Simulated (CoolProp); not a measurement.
Vapour-liquid equilibrium of acetone (1) + methanol (2) at -20.05 °C; x and y are mole fractions of (1).

Values from CoolProp's multi-fluid Helmholtz-energy mixture model, Lemmon 2006 and de Reuck 1993; pair parameters Bell 2016.

```csv
x,bubble pressure (bar),y at the bubble point,dew pressure at overall composition x (bar),liquid density (mol/L)
0.05,0.01314,0.256,0.01071,24.94
0.15,0.01730,0.481,0.01177,23.26
0.25,0.02009,0.588,0.01306,21.76
0.35,0.02210,0.654,0.01464,20.42
0.45,0.02368,0.705,0.01660,19.22
0.55,0.02501,0.749,0.01904,18.13
0.65,0.02618,0.793,0.02198,17.15
0.75,0.02724,0.840,0.02504,16.26
0.85,0.02816,0.893,0.02745,15.45
0.95,0.02886,0.959,0.02879,14.70
```

No azeotrope shows between x = 0.05 and 0.95.

Pair parameters are fitted to limited data, so mixtures are less certain than the pure fluids.
